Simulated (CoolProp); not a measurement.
Vapour-liquid equilibrium of toluene (1) + o-xylene (2) at 121.15 °C; x and y are mole fractions of (1).

Computed with CoolProp (multi-fluid Helmholtz-energy mixture model, Lemmon 2006 and Zhou 2012; pair parameters Bell 2016).

```
x     bubble pressure (MPa)  y at the bubble point  dew pressure at overall composition x (MPa)  liquid density (mol/L)
----  ---------------------  ---------------------  -------------------------------------------  ----------------------
0.05                0.05642                  0.114                                      0.05415                   7.496
0.15                0.06453                  0.305                                      0.05778                   7.578
0.25                0.07287                  0.455                                      0.06197                   7.661
0.35                0.08133                  0.576                                      0.06683                   7.745
0.45                0.08981                  0.674                                      0.07254                   7.830
0.55                0.09825                  0.755                                      0.07935                   7.918
0.65                 0.1066                  0.823                                      0.08760                   8.007
0.75                 0.1149                  0.881                                      0.09773                   8.098
0.85                 0.1231                  0.932                                       0.1104                   8.192
0.95                 0.1313                  0.978                                       0.1262                   8.288
```

No azeotrope shows between x = 0.05 and 0.95.

The pair parameters rest on a limited set of measurements; away from them the model extrapolates.
